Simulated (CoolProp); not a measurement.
Vapour pressure (MPa) of chlorine: the reference equation beside estimates from Tc = 416.9 K, pc = 7.642 MPa, ω = 0.070.

Model: reference Helmholtz-energy equation of state, Thol 2021, in CoolProp.

| T (K) | reference | Soave-Redlich-Kwong | Peng-Robinson |
|---|---|---|---|
| 212.2 | 0.02597 | 0.02720 | 0.02911 |
| 223.5 | 0.04804 | 0.04971 | 0.05239 |
| 234.9 | 0.08353 | 0.08561 | 0.08905 |
| 246.3 | 0.1371 | 0.1395 | 0.1436 |
| 257.7 | 0.2145 | 0.2168 | 0.2212 |
| 269.1 | 0.3216 | 0.3236 | 0.3277 |
| 280.4 | 0.4638 | 0.4649 | 0.4681 |
| 291.8 | 0.6504 | 0.6502 | 0.6515 |
| 303.2 | 0.8875 | 0.8855 | 0.8839 |

Absolute difference from the reference over all 9 rows, mean and median: Soave-Redlich-Kwong 1.6 and 1.1 %, Peng-Robinson 4.3 and 3.1 %.
